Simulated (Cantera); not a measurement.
**Ti(OiPr)4 + H2O (titanium nitride, carbide and oxide coatings)**

Input: 1 mol Ti(OiPr)4, 2.3 mol H2O, at 1.00 bar.

These are equilibrium values from Cantera (NASA tables, ideal gas, pure condensed phases), not measurements of a reactor. Candidate condensed phases: C, C6H6, C7H8, C8H18, H2O, Ti, TiC, TiO, TiO2, Ti2O3, Ti3O5, Ti4O7; 113 gas species. The feed counts by its element totals alone. Mutual solubility and eutectic melting of coexisting phases are not modelled. TiC: taken at fixed stoichiometry. Condensed phases not in the tables: Magnéli phases beyond Ti4O7. Gases not in the tables: TiO(OH)2. Equilibrium is a limit: real reactors are often held back by kinetics, nucleation or transport.

| T (K) | x H2 | x CO | x CH4 | x H2O | x CO2 | x H | n C(graphite) | n TiO2(rutile) | n Ti4O7(s) | n Ti3O5(s) | n TiC(s) |
|---|---|---|---|---|---|---|---|---|---|---|---|
| 1000 | 0.731 | 0.158 | 0.0511 | 0.0456 | 0.0141 | 1.94e-9 | 7.86 | 1.00 | 0 | 0 | 0 |
| 1100 | 0.766 | 0.196 | 0.0210 | 0.0135 | 0.00340 | 2.26e-8 | 7.62 | 1.00 | 0 | 0 | 0 |
| 1200 | 0.779 | 0.206 | 0.00960 | 0.00417 | 0.000802 | 1.74e-7 | 7.61 | 1.00 | 0 | 0 | 0 |
| 1300 | 0.776 | 0.218 | 0.00473 | 0.00154 | 0.000245 | 9.74e-7 | 7.39 | 0 | 0.250 | 0 | 0 |
| 1400 | 0.775 | 0.221 | 0.00260 | 0.000639 | 8.40e-5 | 4.28e-6 | 7.33 | 0 | 0 | 0.333 | 0 |
| 1500 | 0.743 | 0.255 | 0.00142 | 0.000326 | 4.33e-5 | 1.52e-5 | 5.82 | 0 | 0 | 0.143 | 0.572 |
| 1600 | 0.720 | 0.279 | 0.000846 | 0.000175 | 2.26e-5 | 4.61e-5 | 4.68 | 0 | 0 | 0 | 1.00 |
| 1700 | 0.720 | 0.279 | 0.000568 | 9.69e-5 | 1.10e-5 | 0.000125 | 4.69 | 0 | 0 | 0 | 1.00 |
| 1800 | 0.720 | 0.279 | 0.000399 | 5.73e-5 | 5.80e-6 | 0.000304 | 4.69 | 0 | 0 | 0 | 1.00 |
| 1900 | 0.720 | 0.279 | 0.000291 | 3.58e-5 | 3.29e-6 | 0.000673 | 4.68 | 0 | 0 | 0 | 1.00 |
| 2000 | 0.719 | 0.279 | 0.000220 | 2.35e-5 | 1.98e-6 | 0.00138 | 4.67 | 0 | 0 | 0 | 1.00 |
| 2100 | 0.718 | 0.278 | 0.000170 | 1.60e-5 | 1.26e-6 | 0.00264 | 4.65 | 0 | 0 | 0 | 1.00 |
x: gas mole fraction; n: condensed amount in mol.

From 1000 K to 1200 K the condensed part is C(graphite) + TiO2(rutile). At 1300 K the condensed part is C(graphite) + Ti4O7(s). At 1400 K the condensed part is C(graphite) + Ti3O5(s). At 1500 K the condensed part is C(graphite) + TiC(s) + Ti3O5(s). From 1600 K to 2100 K the condensed part is C(graphite) + TiC(s).
